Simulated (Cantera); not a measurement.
A closed system holds: 1 mol PbO, 0.22 mol O2, 3.9 mol H2, at 1500 Torr.

These are equilibrium values from Cantera (NASA tables, ideal gas, pure condensed phases), not measurements of a reactor. Candidate condensed phases: H2O, Pb, PbO, PbO2, Pb3O4; 12 gas species. Equilibrium is a limit: real reactors are often held back by kinetics, nucleation or transport.

Which condensed phases are stable at each of these points (T (°C)): 300, 375, 450, 525, 600, 675, 750, 825, 900, 975?


```
T (°C)  condensed phases  Pb condensed (%)
------  ----------------  ----------------
300                Pb(s)             100.0
375                Pb(l)             100.0
450                Pb(l)             100.0
525                Pb(l)             100.0
600                Pb(l)             100.0
675                Pb(l)             100.0
750                Pb(l)             100.0
825                Pb(l)             100.0
900                Pb(l)              99.9
975                Pb(l)              99.7
```

At 300 °C the condensed part is Pb(s). From 375 °C to 975 °C the condensed part is Pb(l).
